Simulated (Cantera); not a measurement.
What does this Cantera script print?

```python
import numpy as np
import cantera as ct

gas = ct.Solution("gri30.yaml")
gas.TPX = 1000, 500000, {'CO': 0.026, 'O2': 0.026, 'H2O': 0.0013, 'N2': 1}
inlet = ct.Reservoir(gas, clone=True)

reactor = ct.IdealGasConstPressureReactor(gas, energy="off", clone=False)
exhaust = ct.Reservoir(gas, clone=True)
tau = [3, 1.6, 0.9, 0.49, 0.27, 0.15, 0.082, 0.045, 0.025, 0.014, 0.0076][0]
for a, b in ((inlet, reactor), (reactor, exhaust)):
    ct.MassFlowController(a, b, mdot=lambda t: reactor.mass / tau)
net = ct.ReactorNet([reactor])
show = ['CO', 'O2', 'H2O', 'HO2', 'O']

rows = []
print(f"{'tau/s':>10s}{'T/K':>9s}" + "".join(f"{s:>11s}" for s in show))
for tau in [3, 1.6, 0.9, 0.49, 0.27, 0.15, 0.082, 0.045, 0.025, 0.014, 0.0076]:
    net.initial_time = 0.0
    net.advance(30 * tau)
    before = gas.X
    net.advance(40 * tau)
    drift = np.max(np.abs(gas.X - before) / (gas.X + 1e-9))
    rows.append([gas.T, *gas[show].X, drift])
    print(f"{tau:10.3e}{gas.T:9.1f}" + "".join(f"{x:11.3e}" for x in gas[show].X))
```

Result:

```
     tau/s      T/K         CO         O2        H2O        HO2          O
 3.000e+00   1000.0  1.779e-02  2.128e-02  1.234e-03  8.303e-07  3.563e-08
 1.600e+00   1000.0  2.063e-02  2.268e-02  1.233e-03  7.984e-07  3.508e-08
 9.000e-01   1000.0  2.237e-02  2.354e-02  1.233e-03  7.519e-07  3.356e-08
 4.900e-01   1000.0  2.348e-02  2.409e-02  1.233e-03  6.888e-07  3.115e-08
 2.700e-01   1000.0  2.409e-02  2.439e-02  1.234e-03  6.070e-07  2.779e-08
 1.500e-01   1000.0  2.442e-02  2.455e-02  1.234e-03  4.891e-07  2.276e-08
 8.200e-02   1000.0  2.459e-02  2.464e-02  1.234e-03  3.019e-07  1.450e-08
 4.500e-02   1000.0  2.467e-02  2.468e-02  1.234e-03  7.199e-08  3.999e-09
 2.500e-02   1000.0  2.468e-02  2.468e-02  1.234e-03  1.397e-08  1.280e-09
 1.400e-02   1000.0  2.468e-02  2.468e-02  1.234e-03  5.377e-09  8.721e-10
 7.600e-03   1000.0  2.468e-02  2.468e-02  1.234e-03  2.437e-09  7.265e-10
```

Computed with Cantera and GRI-Mech 3.0 (53 species, 325 reactions).
